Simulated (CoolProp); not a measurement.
A Linde-Hampson liquefier for CF4 (R14): isothermal reversible compression at 320 K from 1 atm to 5 MPa, throttling to 1 atm, return gas leaving the recuperator 5 K below the feed. Each further row changes one setting.

Values from CoolProp's reference Helmholtz-energy equation of state, Platzer 1990. This equation is an older, rougher fit; its heat capacities, sound speeds and derivatives of the liquid may be far off and weren't checked against measurements.

```
case                        liquid yield per pass  compression work (kJ/kg of gas)
--------------------------  ---------------------  -------------------------------
as stated                                   0.058                              114
high pressure 10 MPa                   (withheld)                              131
warm-end temperature 350 K             (withheld)                       (withheld)
warm-end gap 10 K                      (withheld)                              114
```

Problem. Complete the blanks.

Solution. 
- high pressure 10 MPa, liquid yield per pass: 0.131
- warm-end temperature 350 K, liquid yield per pass: 0.040
- warm-end temperature 350 K, compression work (kJ/kg of gas): 126
- warm-end gap 10 K, liquid yield per pass: 0.043
